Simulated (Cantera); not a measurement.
Cantera run:

```python
import numpy as np
import cantera as ct

gas_names = """
    CL CLO CL2 H HCL HOCL HO2 H2 H2O H2O2 O OH O2 O3 Ti TiCL TiCL2 TiCL3 TiCL4 TiO TiOCL TiOCL2 TiO2
""".split()
cond_names = """
    H2O(s) H2O(L) Ti(a) Ti(b) Ti(L) TiCL2(s) TiCL3(s) TiCL4(L) TiO(a) TiO(b) TiO(L) TiO2(ru) TiO2(L)
    Ti2O3(a) Ti2O3(b) Ti2O3(L) Ti3O5(a) Ti3O5(b) Ti3O5(L) Ti4O7(s) Ti4O7(L)
""".split()


def load(file, names, dense=False):
    # The tables refer to 1 bar. Condensed volumes are neglected.
    table = {s.name: s for s in ct.Species.list_from_file(file)}
    out = []
    for n in names:
        d = dict(table[n].input_data)
        d["thermo"] = dict(d["thermo"], **{"reference-pressure": 1e5})
        if dense:
            d["equation-of-state"] = {"model": "constant-volume", "density": "1e6 g/cm^3"}
        out.append(ct.Species.from_dict(d))
    return out


gas = ct.Solution(thermo="ideal-gas", species=load("nasa_gas.yaml", gas_names))
cond = {s.name: ct.Solution(thermo="fixed-stoichiometry", species=[s], name=s.name)
        for s in load("nasa_condensed.yaml", cond_names, dense=True)}
atoms = {
    'TiO2': {'Ti': 1, 'O': 2},
    'H2O': {'H': 2, 'O': 1},
    'O2': {'O': 2},
    'Cl2': {'CL': 2},
}
top_T = {'TiCL2(s)': 1300, 'TiCL3(s)': 1000}  # K; cautious upper limits of use, not melting points


def equilibrate(T, P, feed):
    n = {}
    for name, mol in feed.items():
        for a, k in atoms[name].items():
            n[a] = n.get(a, 0.0) + k * mol
    gas.TPX = T, P, n
    mass = sum(n.values()) * gas.mean_molecular_weight
    gas.equilibrate("TP")
    valid = [c for c in cond.values() if c.min_temp <= T <= top_T.get(c.name, c.max_temp)]
    mix = ct.Mixture([(gas, mass / gas.mean_molecular_weight)] + [(c, 0.0) for c in valid])
    mix.T, mix.P = T, P
    mix.equilibrate("TP", solver="vcs", rtol=1e-11, max_steps=5000)
    return mix


results = []
feed = {'TiO2': 1, 'H2O': 0.052, 'O2': 1.7, 'Cl2': 1.4}  # mol
P = 1200  # Pa
for T in [773, 848, 923, 998, 1073, 1148, 1223, 1298, 1373, 1448, 1523, 1598, 1673, 1748]:
    mix = equilibrate(T, P, feed)
    results.append((T, P, feed, dict(zip(mix.species_names, mix.species_moles))))

top = {s: max(r[3][s] / sum(r[3][g] for g in gas_names) for r in results) for s in gas_names}
cols = sorted((s for s in top if top[s] > 0.0001), key=lambda s: -top[s])[:6]
seen = [c for c in cond_names if any(r[3].get(c, 0) > 1e-12 for r in results)]
print("log10 of partial pressures in bar; condensed amounts in mol")
print(f"{'T/K':>10s}" + "".join(f"{s[:9]:>10s}" for s in cols + seen))
for T, P, feed, n in results:
    ng = sum(n[g] for g in gas_names)
    print(f"{T:10.4g}" + "".join(f"{np.log10(max(n[s] / ng * P / 1e5, 1e-99)):10.3f}" for s in cols)
          + "".join(f"{n.get(c, 0):10.4g}" for c in seen))
```

Result:

```
log10 of partial pressures in bar; condensed amounts in mol
       T/K        O2        CL       CL2       HCL       CLO       H2O  TiO2(ru)
       773    -2.186    -6.457    -2.293    -3.420    -8.415    -5.208         1
       848    -2.186    -5.719    -2.293    -3.412    -7.808    -5.543         1
       923    -2.186    -5.099    -2.294    -3.409    -7.300    -5.831         1
       998    -2.186    -4.571    -2.295    -3.408    -6.868    -6.079         1
      1073    -2.187    -4.117    -2.298    -3.408    -6.498    -6.293         1
      1148    -2.189    -3.724    -2.305    -3.410    -6.179    -6.479         1
      1223    -2.194    -3.383    -2.319    -3.414    -5.904    -6.641         1
      1298    -2.201    -3.087    -2.346    -3.421    -5.669    -6.779    0.9999
      1373    -2.213    -2.835    -2.393    -3.434    -5.475    -6.894    0.9999
      1448    -2.231    -2.625    -2.469    -3.451    -5.320    -6.981    0.9998
      1523    -2.254    -2.459    -2.583    -3.474    -5.208    -7.030    0.9997
      1598    -2.279    -2.336    -2.744    -3.499    -5.136    -7.027    0.9997
      1673    -2.301    -2.254    -2.951    -3.521    -5.101    -6.964    0.9997
      1748    -2.317    -2.205    -3.191    -3.537    -5.092    -6.846    0.9998
```

These are equilibrium values from Cantera (NASA tables, ideal gas, pure condensed phases), not measurements of a reactor. Condensed phases not in the tables: TiOCl.
